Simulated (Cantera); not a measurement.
Input: 1 mol c-C₄F₈, equilibrated at 3.00 Pa.

Points: T (K) = 698, 898, 1098, 1298, 1498, 1698, 1898.

Cantera's Mixture.equilibrate('TP', solver="vcs", rtol=1e-11, max_steps=5000) on the NASA tables stopped like this:

```
  gas = 2 mol
   x: CF4 1.000e+00
   condensed (mol): C(gr) 2
T = 898 K  P = 3 Pa  gas = 2 mol
   x: CF4 1.000e+00
   condensed (mol): C(gr) 2
T = 1098 K  P = 3 Pa  gas = 2 mol
   x: CF4 1.000e+00
   condensed (mol): C(gr) 2
T = 1298 K  P = 3 Pa  gas = 2 mol
   x: CF4 9.996e-01  CF2 2.367e-04  F 9.380e-05  CF3 2.490e-05
   condensed (mol): C(gr) 2
T = 1498 K  P = 3 Pa  gas = 2.015 mol
   x: CF4 9.874e-01  CF2 7.524e-03  F 4.689e-03  CF3 4.097e-04
   condensed (mol): C(gr) 1.995
T = 1698 K  P = 3 Pa  gas = 2.261 mol
   x: CF4 8.125e-01  CF2 9.515e-02  F 8.923e-02  CF3 3.012e-03  CF 7.048e-05
   condensed (mol): C(gr) 1.941
ERROR: FAILURE its = 5001!

*******************************************************************************
CanteraError thrown by MultiPhase::equilibrate:
VCS solver failed. Return code: -1
*******************************************************************************
```

Question: What got this run through?

Answer: One answer among several that fit: The failure is numerical, not chemical. The same input converged with solver="gibbs", rtol=1e-10, max_steps=50000, and the result passed a check of the equilibrium conditions:
```
T = 698 K  P = 3 Pa  gas = 2 mol
   x: CF4 1.000e+00
   condensed (mol): C(gr) 2
T = 898 K  P = 3 Pa  gas = 2 mol
   x: CF4 1.000e+00
   condensed (mol): C(gr) 2
T = 1098 K  P = 3 Pa  gas = 2 mol
   x: CF4 1.000e+00
   condensed (mol): C(gr) 2
T = 1298 K  P = 3 Pa  gas = 2 mol
   x: CF4 9.996e-01  CF2 2.367e-04  F 9.380e-05  CF3 2.490e-05
   condensed (mol): C(gr) 2
T = 1498 K  P = 3 Pa  gas = 2.015 mol
   x: CF4 9.874e-01  CF2 7.524e-03  F 4.689e-03  CF3 4.097e-04
   condensed (mol): C(gr) 1.995
T = 1698 K  P = 3 Pa  gas = 2.261 mol
   x: CF4 8.125e-01  CF2 9.515e-02  F 8.923e-02  CF3 3.012e-03  CF 7.048e-05
   condensed (mol): C(gr) 1.941
T = 1898 K  P = 3 Pa  gas = 4.841 mol
   x: F 5.876e-01  CF2 2.880e-01  CF4 1.190e-01  CF3 3.841e-03  CF 1.602e-03
   condensed (mol): C(gr) 2.004
```

The gas is ideal and each condensed phase is pure. The feed counts by its element totals alone. Condensed phases not in the tables: fluorocarbon polymer. Gases not in the tables: C2F6 and larger saturated fluorocarbons.
